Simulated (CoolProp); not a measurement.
o-xylene along the isotherm 346.85 °C: fugacity coefficient from the reference equation and from simpler models built on Tc = 357.1 °C, pc = 3737 kPa, ω = 0.312; each cubic takes its own stable root.

Values from CoolProp's reference Helmholtz-energy equation of state, Zhou 2012.

```
p (kPa)   phase  reference
-------  ------  ---------
701         gas     0.9271
1400        gas     0.8563
2100        gas     0.7864
2800        gas     0.7159
3500     liquid     0.6313
4200     liquid     0.5428
4910     liquid     0.4785
5610     liquid     0.4309
```

**Question.** How far does each simpler model (van der Waals, Redlich-Kwong, Soave-Redlich-Kwong, Peng-Robinson) lie from the reference over these 8 states: mean and median of the absolute difference, and the worst?

**Answer.** 
- van der Waals: mean 9.4 %, median 9.4 %, worst +17.3 % at 346.85 °C and 5610 kPa
- Redlich-Kwong: mean 4.4 %, median 4.5 %, worst +8.1 % at 346.85 °C and 5610 kPa
- Soave-Redlich-Kwong: mean 3.6 %, median 3.6 %, worst +6.6 % at 346.85 °C and 5610 kPa
- Peng-Robinson: mean 0.7 %, median 0.5 %, worst +1.8 % at 346.85 °C and 5610 kPa
